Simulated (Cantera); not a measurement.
Charge: 1 mol Al, a varied amount of H2O, 2.8 mol N2, held at 998 K and 1800 Pa.

Equilibrium computed with Cantera from the NASA thermochemical tables; the gas is ideal and each condensed phase is pure. Candidate condensed phases: Al, AlN, Al2O3, H2O; 35 gas species. Equilibrium is a limit: real reactors are often held back by kinetics, nucleation or transport.

x: gas mole fraction; n: condensed amount in mol.

```json
[
 {"n(H2O) (mol)": "2.3", "x H2O": "0.157", "x N2": "0.549", "x H2": "0.294", "x NH3": "1.26e-6", "x H": "8.70e-9", "n Al2O3(s)": "0.500"},
 {"n(H2O) (mol)": "3.1", "x H2O": "0.271", "x N2": "0.475", "x H2": "0.254", "x NH3": "9.38e-7", "x H": "8.08e-9", "n Al2O3(s)": "0.500"},
 {"n(H2O) (mol)": "4.2", "x H2O": "(withheld)", "x N2": "(withheld)", "x H2": "(withheld)", "x NH3": "(withheld)", "x H": "(withheld)", "n Al2O3(s)": "0.500"},
 {"n(H2O) (mol)": "5.7", "x H2O": "0.494", "x N2": "0.329", "x H2": "0.176", "x NH3": "4.52e-7", "x H": "6.74e-9", "n Al2O3(s)": "0.500"},
 {"n(H2O) (mol)": "7.7", "x H2O": "0.590", "x N2": "0.267", "x H2": "0.143", "x NH3": "2.96e-7", "x H": "6.06e-9", "n Al2O3(s)": "0.500"},
 {"n(H2O) (mol)": "10", "x H2O": "0.664", "x N2": "0.219", "x H2": "0.117", "x NH3": "1.99e-7", "x H": "5.49e-9", "n Al2O3(s)": "0.500"},
 {"n(H2O) (mol)": "14", "x H2O": "0.744", "x N2": "(withheld)", "x H2": "(withheld)", "x NH3": "(withheld)", "x H": "(withheld)", "n Al2O3(s)": "0.500"},
 {"n(H2O) (mol)": "19", "x H2O": "0.803", "x N2": "0.128", "x H2": "0.0688", "x NH3": "6.87e-8", "x H": "4.21e-9", "n Al2O3(s)": "0.500"},
 {"n(H2O) (mol)": "26", "x H2O": "0.851", "x N2": "0.0972", "x H2": "0.0521", "x NH3": "3.94e-8", "x H": "3.66e-9", "n Al2O3(s)": "0.500"}
]
```

Task: Complete the blanks.

Result: 
- 14, x N2: 0.167
- 14, x H2: 0.0893
- 14, x NH3: 1.16e-7
- 14, x H: 4.79e-9
- 4.2, x H2O: 0.386
- 4.2, x N2: 0.400
- 4.2, x H2: 0.214
- 4.2, x NH3: 6.66e-7
- 4.2, x H: 7.42e-9
